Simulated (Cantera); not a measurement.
An isothermal, constant-pressure homogeneous reactor starts with CH4 : H2O = 1 : 1.1 (molar parts), at 2098 K and 10.0 bar. Integrator tolerance rtol = 1e-08.

Model: GRI-Mech 3.0 (53 species, 325 reactions), integrated in Cantera.

What does this change do: temperature 2098 to 1500 K?


```
quantity                                              before                                    after
------------------  ----------------------------------------  ---------------------------------------
x(CH4) at 5.00 s     9.69e-6 (gas-phase equilibrium 1.10e-5)    0.211 (gas-phase equilibrium 0.00174)
x(H2O) at 5.00 s       0.0229 (gas-phase equilibrium 0.0229)     0.269 (gas-phase equilibrium 0.0233)
x(C2H4) at 5.00 s   9.57e-10 (gas-phase equilibrium 1.17e-9)   0.0113 (gas-phase equilibrium 2.23e-7)
x(CO) at 5.00 s          0.242 (gas-phase equilibrium 0.242)     0.0833 (gas-phase equilibrium 0.240)
x(H2) at 5.00 s          0.732 (gas-phase equilibrium 0.732)      0.392 (gas-phase equilibrium 0.732)
x(O) at 5.00 s       2.53e-9 (gas-phase equilibrium 2.53e-9)    <1e-12 (gas-phase equilibrium <1e-12)
x(CH2CO) at 5.00 s   1.85e-9 (gas-phase equilibrium 2.09e-9)  3.22e-6 (gas-phase equilibrium 1.08e-8)
```
